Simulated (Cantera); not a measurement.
What does this Cantera script print?

```python
import numpy as np
import cantera as ct

gas_names = """
    H HO2 H2 H2O H2O2 Hg O OH O2 O3
""".split()
cond_names = """
    H2O(s) H2O(L) Hg(cr) Hg(L) HgO(s)
""".split()


# ... load() reads the species with a 1 bar reference pressure and builds the phases ...
atoms = {
    'HgO': {'Hg': 1, 'O': 1},
    'O2': {'O': 2},
    'H2': {'H': 2},
}
top_T = {}  # K; cautious upper limits of use, not melting points


# ... equilibrate(T, P, feed) seeds the gas with the atoms and calls Mixture.equilibrate('TP', solver="vcs", rtol=1e-11, max_steps=5000) ...
results = []
feed = {'HgO': 1, 'O2': 0.031, 'H2': 1.1}  # mol
T = 675  # K
P = 86000  # Pa
mix = equilibrate(T, P, feed)
results.append((T, P, feed, dict(zip(mix.species_names, mix.species_moles))))
x = sorted(zip(gas.X, gas.species_names), reverse=True)
print(f"T = {T:g} K  P = {P:g} Pa  gas = {mix.phase_moles(0):.4g} mol")
print("   x: " + "  ".join(f"{s} {v:.3e}" for v, s in x if v > 1e-05))
print("   condensed (mol): " + ("  ".join(f"{mix.phase(i).name} {mix.phase_moles(i):.4g}"
      for i in range(1, mix.n_phases) if mix.phase_moles(i) > 1e-12) or "none"))
```

Output:

```
T = 675 K  P = 86000 Pa  gas = 2.1 mol
   x: H2O 5.057e-01  Hg 4.762e-01  H2 1.810e-02
   condensed (mol): none
```

Method: chemical equilibrium by Gibbs-energy minimisation in Cantera with the NASA 1993 tables (ideal gas, pure condensed phases).
